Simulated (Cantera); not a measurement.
An isothermal, constant-pressure homogeneous reactor starts with C3H8 : H2 = 1 : 63 (molar parts), at 1048 K and 0.0120 bar.

Computed with Cantera and GRI-Mech 3.0 (53 species, 325 reactions). GRI-Mech 3.0 was tuned for natural gas; its chemistry of propane as a main component is partial and can be far from experiment. GRI-Mech 3.0 stops at C3 and has no aromatics, soot or wall deposition, so with more carbon than oxygen in the feed, carbon stays in small species such as C2H2 where larger ones or solid carbon would form. Radical loss at walls, strong at low pressure, is not modelled.

x: mole fraction; the columns are a selection and need not sum to one.

| t (s) | x C3H8 | x H2 | x CH3 | x C2H | x H | x C2H2 | x CH4 |
|---|---|---|---|---|---|---|---|
| 9.00e-5 | 0.0156 | 0.984 | 2.16e-8 | <1e-12 | 3.08e-9 | <1e-12 | 2.15e-9 |
| 0.000327 | 0.0156 | 0.984 | 7.45e-8 | <1e-12 | 2.65e-8 | <1e-12 | 2.67e-8 |
| 0.00119 | 0.0156 | 0.984 | 3.18e-7 | <1e-12 | 1.45e-7 | <1e-12 | 3.81e-7 |
| 0.00433 | 0.0156 | 0.984 | 1.42e-6 | <1e-12 | 6.14e-7 | 6.14e-12 | 6.24e-6 |
| 0.0157 | 0.0155 | 0.984 | 5.47e-6 | <1e-12 | 2.31e-6 | ___ | 9.16e-5 |
| 0.0572 | 0.0144 | 0.983 | 1.70e-5 | <1e-12 | 7.59e-6 | ___ | 0.00114 |
| 0.208 | 0.00781 | 0.977 | 1.98e-5 | <1e-12 | 1.46e-5 | ___ | 0.00768 |
| 0.756 | 0.000664 | 0.970 | 4.00e-6 | <1e-12 | 1.01e-5 | ___ | 0.0150 |
| 2.75 | 2.78e-5 | 0.969 | 7.84e-7 | <1e-12 | 2.60e-6 | ___ | 0.0159 |
| 10.0 | 6.56e-7 | 0.969 | 3.65e-7 | <1e-12 | 1.23e-6 | ___ | 0.0160 |

Question: What belongs in the gaps?

Answer: 
- 0.0157, x C2H2: 1.21e-9
- 0.0572, x C2H2: 1.92e-7
- 0.208, x C2H2: 1.29e-5
- 0.756, x C2H2: 0.000144
- 2.75, x C2H2: 0.000331
- 10.0, x C2H2: 0.000540
